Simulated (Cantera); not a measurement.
What does this Cantera script print?

```python
import numpy as np
import cantera as ct

gas_names = [...]  # 151 gases of nasa_gas.yaml made of C, H, N, O, Si
cond_names = """
    C(gr) C6H6(L) C7H8(L) C8H18(L),n-octa H2O(s) H2O(L) Si(cr) Si(L) SiC(b) SiO2(Lqz) SiO2(hqz) SiO2(L)
    Si2N2O(s) Si3N4(a)
""".split()


# ... load() reads the species with a 1 bar reference pressure and builds the phases ...
atoms = {
    'Si3N4': {'Si': 3, 'N': 4},
    'CO2': {'C': 1, 'O': 2},
    'H2': {'H': 2},
}
top_T = {'C(gr)': 4500, 'SiC(b)': 3050, 'Si2N2O(s)': 2100, 'Si3N4(a)': 2400}  # K; cautious upper limits of use, not melting points


# ... equilibrate(T, P, feed) seeds the gas with the atoms and calls Mixture.equilibrate('TP', solver="vcs", rtol=1e-11, max_steps=5000) ...
results = []
feed = {'Si3N4': 1, 'CO2': 0.68, 'H2': 440}  # mol
P = 100000  # Pa
for T in [1798, 1823, 1848, 1873, 1898, 1923, 1948, 1973, 1998]:
    mix = equilibrate(T, P, feed)
    results.append((T, P, feed, dict(zip(mix.species_names, mix.species_moles))))

top = {s: max(r[3][s] / sum(r[3][g] for g in gas_names) for r in results) for s in gas_names}
cols = sorted((s for s in top if top[s] > 0.001), key=lambda s: -top[s])[:7]
seen = [c for c in cond_names if any(r[3].get(c, 0) > 1e-12 for r in results)]
print("log10 of partial pressures in bar; condensed amounts in mol")
print(f"{'T/K':>10s}" + "".join(f"{s[:9]:>10s}" for s in cols + seen))
for T, P, feed, n in results:
    ng = sum(n[g] for g in gas_names)
    print(f"{T:10.4g}" + "".join(f"{np.log10(max(n[s] / ng * P / 1e5, 1e-99)):10.3f}" for s in cols)
          + "".join(f"{n.get(c, 0):10.4g}" for c in seen))
```

It prints:

```
log10 of partial pressures in bar; condensed amounts in mol
       T/K        H2        N2       SiO         H     Si(L)    SiC(b) Si2N2O(s)
      1798    -0.002    -2.586    -2.982    -3.454    0.1995    0.6208    0.8511
      1823    -0.003    -2.467    -2.756    -3.365    0.6521     0.573     0.489
      1848    -0.004    -2.347    -2.571    -3.277     1.286    0.4971         0
      1873    -0.004    -2.347    -2.579    -3.192     1.328    0.4722         0
      1898    -0.004    -2.347    -2.588    -3.109     1.373    0.4451         0
      1923    -0.004    -2.348    -2.598    -3.028     1.421    0.4156         0
      1948    -0.004    -2.348    -2.609    -2.949     1.471    0.3838         0
      1973    -0.004    -2.348    -2.621    -2.872     1.523    0.3496         0
      1998    -0.004    -2.349    -2.634    -2.797     1.576     0.313         0
```

Cantera equilibrium calculation (NASA polynomials, part measured and part estimated; ideal gas, pure solids and liquids). Mutual solubility and eutectic melting of coexisting phases are not modelled. Gases not in the tables: Si2H6 and higher silanes.
